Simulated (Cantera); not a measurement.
A perfectly stirred reactor is fed with 2.02 % CO, 0.395 % O2, 5.78 % H2O, 91.8 % N2, equivalence ratio 2.6, at 9.87 atm; it is held at 1198 K, and followed from long to short residence time.

Computed with Cantera and GRI-Mech 3.0 (53 species, 325 reactions).

x: mole fraction; the columns are a selection and need not sum to one.

```csv
τ (s),x CO,x O2,x H2O,x NO,x H2O2,x OH
8.3,0.00444,5.62e-6,0.0501,4.65e-11,4.70e-10,6.48e-8
2.1,?,?,0.0509,1.44e-10,?,?
0.56,0.00661,3.87e-5,0.0522,4.99e-10,3.18e-9,1.88e-7
0.15,0.00873,0.000115,0.0542,1.78e-9,9.56e-9,3.46e-7
0.038,0.0115,0.000447,0.0563,3.96e-9,5.52e-8,6.85e-7
0.0098,?,?,0.0573,?,?,?
0.0026,0.0181,0.00303,0.0576,4.86e-10,6.89e-7,1.38e-6
```

Q: Fill in the missing entries.

A: 
- 2.1, x CO: 0.00521
- 2.1, x O2: 1.46e-5
- 2.1, x H2O2: 1.25e-9
- 2.1, x OH: 1.09e-7
- 0.0098, x CO: 0.0149
- 0.0098, x O2: 0.00162
- 0.0098, x NO: 2.20e-9
- 0.0098, x H2O2: 3.36e-7
- 0.0098, x OH: 1.15e-6
